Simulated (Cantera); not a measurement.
# Equilibrium for boron, boron nitride and boron oxide: B2O3 + H2O + N2

Input: 1 mol B2O3, 5.9 mol H2O, 47 mol N2, at 10.0 Torr.

Method: chemical equilibrium by Gibbs-energy minimisation in Cantera with the NASA 1993 tables (ideal gas, pure condensed phases). Candidate condensed phases: B, BN, B2O3, B3O3H3, H2O; 39 gas species. Gases not in the tables: H3BO3. Equilibrium is a limit: real reactors are often held back by kinetics, nucleation or transport.

```json
[
 {"T (K)": "1673", "x N2": "0.872", "x H2O": "0.0909", "x HBO2": "0.0354", "x H2": "0.000732", "x H": "2.67e-5", "x OH": "0.000159"},
 {"T (K)": "1723", "x N2": "0.871", "x H2O": "0.0906", "x HBO2": "0.0352", "x H2": "0.00104", "x H": "5.09e-5", "x OH": "0.000243"},
 {"T (K)": "1773", "x N2": "0.871", "x H2O": "0.0902", "x HBO2": "0.0350", "x H2": "0.00145", "x H": "9.37e-5", "x OH": "0.000362"},
 {"T (K)": "1823", "x N2": "0.871", "x H2O": "0.0896", "x HBO2": "0.0347", "x H2": "0.00197", "x H": "0.000167", "x OH": "0.000527"},
 {"T (K)": "1873", "x N2": "0.870", "x H2O": "0.0889", "x HBO2": "0.0344", "x H2": "0.00264", "x H": "0.000287", "x OH": "0.000750"},
 {"T (K)": "1923", "x N2": "0.870", "x H2O": "0.0879", "x HBO2": "0.0341", "x H2": "0.00348", "x H": "0.000481", "x OH": "0.00105"},
 {"T (K)": "1973", "x N2": "0.869", "x H2O": "0.0866", "x HBO2": "0.0337", "x H2": "0.00451", "x H": "0.000785", "x OH": "0.00143"},
 {"T (K)": "2023", "x N2": "0.867", "x H2O": "0.0850", "x HBO2": "0.0332", "x H2": "0.00574", "x H": "0.00125", "x OH": "0.00192"},
 {"T (K)": "2073", "x N2": "0.866", "x H2O": "0.0830", "x HBO2": "0.0326", "x H2": "0.00720", "x H": "0.00193", "x OH": "0.00254"},
 {"T (K)": "2123", "x N2": "0.864", "x H2O": "0.0806", "x HBO2": "0.0319", "x H2": "0.00888", "x H": "0.00293", "x OH": "0.00329"},
 {"T (K)": "2173", "x N2": "0.862", "x H2O": "0.0777", "x HBO2": "0.0311", "x H2": "0.0108", "x H": "0.00434", "x OH": "0.00418"}
]
```
x: gas mole fraction; nothing condenses.

From 1673 K to 2173 K nothing is condensed.
